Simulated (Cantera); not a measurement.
Input (Python, Cantera) and output of one run.

```python
import numpy as np
import cantera as ct

gas_names = """
    SF4 F2 PbS S2
""".split()
cond_names = """
    PbF2(a) PbF2(b) PbF2(L)
""".split()


def load(file, names, dense=False):
    # The tables refer to 1 bar. Condensed volumes are neglected.
    table = {s.name: s for s in ct.Species.list_from_file(file)}
    out = []
    for n in names:
        d = dict(table[n].input_data)
        d["thermo"] = dict(d["thermo"], **{"reference-pressure": 1e5})
        if dense:
            d["equation-of-state"] = {"model": "constant-volume", "density": "1e6 g/cm^3"}
        out.append(ct.Species.from_dict(d))
    return out


species = {s.name: s for s in load("nasa_gas.yaml", gas_names) + load("nasa_condensed.yaml", cond_names)}
# Each term lists the table entries of one substance; the one whose range holds T is used.
reactions = {
    'SF4(g) + PbF2 = 3 F2(g) + PbS(g)':
        [(-1, ['SF4']), (-1, ['PbF2(a)', 'PbF2(b)', 'PbF2(L)']), (3, ['F2']), (1, ['PbS'])],
    'S2(g) + 2 PbF2 = 2 PbS(g) + 2 F2(g)':
        [(-1, ['S2']), (-2, ['PbF2(a)', 'PbF2(b)', 'PbF2(L)']), (2, ['PbS']), (2, ['F2'])],
}


def pick(names, T):
    return next(species[n] for n in names if species[n].thermo.min_temp <= T <= species[n].thermo.max_temp)


results = []
for label, terms in reactions.items():
    print(label)
    print("     T/K   dH/kJ  dS/(J/K)   dG/kJ   log10 K")
    for T in [925, 1125, 1325, 1525, 1725, 1925, 2125]:
        used = [(nu, pick(names, T)) for nu, names in terms]
        dH = sum(nu * s.thermo.h(T) for nu, s in used) / 1e6
        dS = sum(nu * s.thermo.s(T) for nu, s in used) / 1e3
        dG = dH - T * dS / 1e3
        logK = -dG * 1e6 / (ct.gas_constant * T * np.log(10))
        results.append((label, T, dH, dS, dG, logK, [s.name for _, s in used]))
        print(f"{T:8g} {dH:8.1f} {dS:8.1f} {dG:8.1f} {logK:8.2f}")
```

Result:

```
SF4(g) + PbF2 = 3 F2(g) + PbS(g)
     T/K   dH/kJ  dS/(J/K)   dG/kJ   log10 K
     925   1537.9    392.1   1175.2   -66.36
    1125   1514.6    370.3   1097.9   -50.98
    1325   1501.9    360.0   1024.9   -40.40
    1525   1489.4    351.2    953.8   -32.67
    1725   1477.0    343.5    884.4   -26.78
    1925   1464.7    336.8    816.4   -22.15
    2125   1452.3    330.7    749.6   -18.43
S2(g) + 2 PbF2 = 2 PbS(g) + 2 F2(g)
     T/K   dH/kJ  dS/(J/K)   dG/kJ   log10 K
     925   1431.2    359.9   1098.2   -62.02
    1125   1388.9    320.7   1028.1   -47.74
    1325   1367.7    303.4    965.8   -38.07
    1525   1346.7    288.6    906.6   -31.05
    1725   1325.8    275.7    850.2   -25.74
    1925   1304.9    264.2    796.2   -21.61
    2125   1283.9    253.9    744.4   -18.30
```

Standard-state values (1 bar) from the NASA 1993 polynomials, evaluated with Cantera. Condensed species are held in their standard states even where they would react or evaporate.
